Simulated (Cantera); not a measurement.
A Cantera script and its output.

```python
import numpy as np
import cantera as ct

gas = ct.Solution("gri30.yaml")
gas.TPX = 700, 77000, {'CH4': 1, 'H2': 0.038, 'O2': 1.44, 'N2': 5.42}
flame = ct.FreeFlame(gas, width=0.048)
flame.set_refine_criteria(ratio=3, slope=0.08, curve=0.16)
flame.transport_model = "mixture-averaged"
flame.solve(loglevel=0, auto=True)
z, T = flame.grid, flame.T
thick = (T[-1] - T[0]) / np.gradient(T, z).max()
show = ['CH4', 'H2', 'O2', 'C2H', 'HCN', 'CO']
print(f"laminar burning velocity  {flame.velocity[0] * 100:.3f} cm/s")
print(f"burnt temperature         {T[-1]:.1f} K")
print(f"thermal thickness         {thick * 1e3:.4f} mm")
print(f"grid points               {len(z)}")
z0 = z[flame.heat_release_rate.argmax()]
print(f"{'z/mm':>9s}{'T/K':>9s}{'u/(m/s)':>9s}" + "".join(f"{s:>11s}" for s in show))
rows = []
for k in (-3, -2, -1.5, -1, -0.5, -0.25, 0, 0.25, 0.5, 1, 2, 4, 8):
    zz = z0 + k * thick
    rows.append([k * thick, np.interp(zz, z, T), np.interp(zz, z, flame.velocity),
                 *(np.interp(zz, z, flame.X[gas.species_index(s)]) for s in show)])
    print(f"{rows[-1][0] * 1e3:9.3f}{rows[-1][1]:9.1f}{rows[-1][2]:9.3f}" + "".join(f"{x:11.3e}" for x in rows[-1][3:]))
```

Output:

```
laminar burning velocity  123.977 cm/s
burnt temperature         2256.5 K
thermal thickness         0.4970 mm
grid points               137
     z/mm      T/K  u/(m/s)        CH4         H2         O2        C2H        HCN         CO
   -1.491    700.4    1.244  1.262e-01  7.868e-03  1.817e-01  3.302e-22  8.477e-10  9.201e-06
   -0.994    705.0    1.259  1.250e-01  1.320e-02  1.805e-01  6.237e-19  1.474e-08  1.193e-04
   -0.745    720.6    1.294  1.229e-01  1.922e-02  1.785e-01  5.512e-17  8.240e-08  5.445e-04
   -0.497    810.9    1.475  1.142e-01  3.044e-02  1.704e-01  5.003e-14  7.324e-07  3.581e-03
   -0.248   1216.4    2.265  7.841e-02  4.787e-02  1.319e-01  6.652e-10  6.331e-06  2.261e-02
   -0.124   1588.9    3.006  4.323e-02  5.698e-02  8.842e-02  8.365e-08  1.556e-05  4.630e-02
    0.000   1923.5    3.687  1.286e-02  6.164e-02  4.205e-02  1.696e-06  3.300e-05  7.164e-02
    0.124   2095.0    4.032  2.077e-03  6.045e-02  1.504e-02  3.342e-06  4.970e-05  8.261e-02
    0.248   2150.6    4.136  2.755e-04  5.882e-02  5.040e-03  1.568e-06  4.829e-05  8.237e-02
    0.497   2174.1    4.169  6.878e-06  5.887e-02  9.948e-04  1.266e-07  2.827e-05  7.794e-02
    0.994   2187.0    4.186  2.896e-08  5.991e-02  4.870e-04  1.145e-09  8.706e-06  7.543e-02
    1.988   2202.6    4.210  5.014e-11  6.027e-02  3.578e-04  1.982e-12  1.374e-06  7.528e-02
    3.976   2221.6    4.241  1.556e-13  6.049e-02  2.255e-04  4.532e-16  9.898e-08  7.556e-02
```

Detailed kinetics in Cantera: GRI-Mech 3.0 (53 species, 325 reactions). Burning velocities carry a grid error of a few per cent, more on coarse grids.
